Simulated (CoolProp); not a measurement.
Saturation properties of n-perfluorohexane (Tc = 174.9 °C, pc = 1.742 MPa, ω = 0.497).

Model: reference Helmholtz-energy equation of state, Gao 2022, in CoolProp.

| T (°C) | p (MPa) | liquid density (kg/m³) | enthalpy of vaporisation (kJ/kg) | liquid cp (kJ/(kg K)) | vapour Z |
|---|---|---|---|---|---|
| -29.65 | 0.001320 | 1829 | 106.7 | 0.9613 | 0.9978 |
| -18.15 | 0.002923 | 1797 | 103.8 | 0.9793 | 0.9959 |
| -6.55 | 0.005975 | 1765 | 101.0 | 0.9975 | 0.9928 |
| 4.95 | 0.01127 | 1733 | 98.15 | 1.015 | 0.9881 |
| 16.55 | 0.02004 | 1700 | 95.26 | 1.034 | 0.9815 |
| 28.05 | 0.03356 | 1667 | 92.33 | 1.052 | 0.9726 |
| 39.65 | 0.05379 | 1633 | 89.29 | 1.070 | 0.9610 |
| 51.15 | 0.08238 | 1597 | 86.16 | 1.088 | 0.9464 |
| 62.75 | 0.1221 | 1560 | 82.85 | 1.107 | 0.9283 |

It boils at 57.1 °C under 1 atm.
